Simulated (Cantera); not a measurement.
A closed system holds: 1 mol SiH2Cl2, 1.6 mol NH3, 1.3 mol N2, equilibrated at 133 Pa.

These are equilibrium values from Cantera (NASA tables, ideal gas, pure condensed phases), not measurements of a reactor. Candidate condensed phases: NH4Cl, Si, Si3N4; 28 gas species. Equilibrium is a limit: real reactors are often held back by kinetics, nucleation or transport.

Question: At 825 K, list the 5 most abundant gas species with their mole fractions, and the condensed phases.

Answer: H2 0.432, HCl 0.306, N2 0.253, SiCl4 0.00938, SiHCl3 1.63e-5. Condensed: Si3N4(s).
